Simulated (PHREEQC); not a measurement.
A PHREEQC speciation (ion-association model, phreeqc.dat) at 80 °C gives pH 1.64 and these molalities:

```tsv
species	mol/kgw
Cl-	0.469
FeCl+2	0.164
H+	0.0315
FeOH+2	0.0187
FeCl2+	0.0149
Fe+3	0.00948
Fe2(OH)2+4	0.00575
CuCl+	0.00236
Cu+2	0.000962
Fe(OH)2+	0.000471
FeCl3	0.000276
CuCl2	0.000174
Fe3(OH)4+5	8.58e-5
CuCl3-	1.88e-6
```

**Question.** What are the element totals, and what could have been dissolved in 1 kg of water to give them?

**Answer.** One answer among several that fit: totals Cl 0.667, Cu(2) 0.00350, Fe(3) 0.220 mol/kgw, from 0.0035 mol CuCl2 and 0.22 mol FeCl3 per kg of water.

No solid was allowed to form. Saturation is exceeded, for instance for Hematite (slow to form), Goethite (slow to form); the values hold only as long as no solid forms. Ionic strength above about 0.7 mol/kgw puts this run outside the model's range. Species that the database lacks are ignored. Under pressure, the constants of complexes without a molar volume in the database are unreliable. At this temperature some constants are extrapolated from 25 °C, and those without enthalpy data are left unchanged.
